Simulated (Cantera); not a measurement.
**PbO + N₂ (iron carbonyl, mercury and lead vapours)**

Feed: 1 mol PbO, 0.17 mol N₂, at 300 °C and 4.40 mbar.

Method: chemical equilibrium by Gibbs-energy minimisation in Cantera with the NASA 1993 tables (ideal gas, pure condensed phases). Candidate condensed phases: Pb, PbO, PbO₂, Pb₃O₄; 12 gas species. Kinetics and transport are ignored.

The x(N₂) is 1.00 and the n(PbO(red)) is 1.00 mol. The gas amount is 0.1700 mol, the log10 activity of Pb₃O₄(s) (absent) is -6.84 and the log10 activity of Pb(s) (absent) is -7.06. The log10 activity of PbO₂(s) (absent) comes out as -7.76.
